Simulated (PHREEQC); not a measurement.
Nickel, zinc or cadmium bath

Consider water at 70 °C with 74 mmol/kgw CdSO4 and 25 mmol/kgw FeSO4. Closed to the air; pH follows from the charge balance.

Equilibrium calculation in PHREEQC: ion-association model, phreeqc.dat.

Each row changes one thing in this solution. No solid was allowed to form.

```tsv
case	pH	ionic strength (mol/kgw)	SO4-2 (mol/kgw)	FeSO4 (mol/kgw)	Fe+2 (mol/kgw)	HSO4- (mol/kgw)	SI of Melanterite (FeSO4:7H2O)
as made	5.49	0.179	0.0351	0.0128	0.0122	1.28e-5	-2.64
FeSO4 from 0.025 to 0.0225 mol/kgw	5.50	0.175	0.0344	0.0115	0.0110	1.24e-5	-2.69
CdSO4 from 0.074 to 0.037 mol/kgw	5.50	0.117	0.0256	0.0127	0.0123	1.04e-5	-2.65
CdSO4 replaced by K2SO4 at the same molality	5.76	0.212	0.0590	0.0152	0.00980	1.10e-5	-2.57
diluted 10-fold with water	5.67	0.0244	0.00596	0.000954	0.00154	2.37e-6	-3.78
```

Constants without temperature data keep their 25 °C values here.
